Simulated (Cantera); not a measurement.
Cantera run, input and output.

```python
import numpy as np
import cantera as ct

gas = ct.Solution("gri30.yaml")
gas.TPX = 1473, 24000, {'CO': 0.0096, 'O2': 0.0066, 'H2O': 0.022, 'N2': 1}
inlet = ct.Reservoir(gas, clone=True)

reactor = ct.IdealGasConstPressureReactor(gas, energy="off", clone=False)
exhaust = ct.Reservoir(gas, clone=True)
tau = [5.8, 1.9, 0.61, 0.2, 0.063, 0.02, 0.0066, 0.0021, 0.00069][0]
for a, b in ((inlet, reactor), (reactor, exhaust)):
    ct.MassFlowController(a, b, mdot=lambda t: reactor.mass / tau)
net = ct.ReactorNet([reactor])
show = ['CO', 'O2', 'H2O', 'H2', 'NO', 'H']

rows = []
print(f"{'tau/s':>10s}{'T/K':>9s}" + "".join(f"{s:>11s}" for s in show))
for tau in [5.8, 1.9, 0.61, 0.2, 0.063, 0.02, 0.0066, 0.0021, 0.00069]:
    net.initial_time = 0.0
    net.advance(30 * tau)
    before = gas.X
    net.advance(40 * tau)
    drift = np.max(np.abs(gas.X - before) / (gas.X + 1e-9))
    rows.append([gas.T, *gas[show].X, drift])
    print(f"{tau:10.3e}{gas.T:9.1f}" + "".join(f"{x:11.3e}" for x in gas[show].X))
```

Result:

```
     tau/s      T/K         CO         O2        H2O         H2         NO          H
 5.800e+00   1473.0  1.377e-04  1.832e-03  2.111e-02  1.098e-04  1.641e-06  2.229e-05
 1.900e+00   1473.0  2.615e-04  1.930e-03  2.097e-02  2.053e-04  1.371e-06  5.885e-05
 6.100e-01   1473.0  4.792e-04  2.106e-03  2.073e-02  3.669e-04  1.276e-06  1.485e-04
 2.000e-01   1473.0  8.196e-04  2.385e-03  2.035e-02  5.997e-04  1.306e-06  3.363e-04
 6.300e-02   1473.0  1.348e-03  2.801e-03  1.981e-02  8.984e-04  1.293e-06  6.869e-04
 2.000e-02   1473.0  2.130e-03  3.339e-03  1.924e-02  1.170e-03  1.025e-06  1.151e-03
 6.600e-03   1473.0  3.354e-03  3.979e-03  1.898e-02  1.249e-03  5.283e-07  1.419e-03
 2.100e-03   1473.0  5.570e-03  4.871e-03  1.950e-02  9.375e-04  1.125e-07  1.032e-03
 6.900e-04   1473.0  8.291e-03  5.925e-03  2.068e-02  2.833e-04  3.161e-09  2.241e-04
```

Model: GRI-Mech 3.0 (53 species, 325 reactions), integrated in Cantera.
